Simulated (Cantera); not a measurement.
Charge: 1 mol SiH4, 5.6 mol O3, 0.25 mol N2O, at 32.0 Pa.

Equilibrium computed with Cantera from the NASA thermochemical tables; the gas is ideal and each condensed phase is pure. Candidate condensed phases: H2O, Si, SiO2, Si2N2O, Si3N4; 35 gas species. The tables hold silica as quartz up to 1696 K and as liquid above; real silica turns to tridymite and cristobalite and melts near 1996 K. The numbers say what is thermodynamically allowed, not how fast it happens. All values below are at 927 °C.

Base state: O2 0.744, H2O 0.228, N2 0.0285, NO 6.99e-5, OH 4.63e-5 (mole fractions); condensed: SiO2(β-quartz).

Task: What changes in the equilibrium state with this change: SiH4 replaced by Si2H6?

Result: 
```tsv
species	before	after
O2	0.744	0.607
H2O	0.228	0.363
N2	0.0285	0.0302
OH	4.63e-5	5.56e-5
NO	6.99e-5	6.51e-5
SiO2(β-quartz), mol	1.00	2.00
```
The feed counts by its element totals alone.

Task: What changes in the equilibrium state with this change: SiH4 replaced by SiF4?

Result: 
| species | before | after |
|---|---|---|
| O2 | 0.744 | 0.872 |
| SiF4 | 0 | 0.102 |
| N2 | 0.0285 | 0.0255 |
| H2O | 0.228 | 0 |
| OH | 4.63e-5 | 0 |
| NO | 6.99e-5 | 7.17e-5 |
| SiO2(β-quartz), mol | 1.00 | 0 |
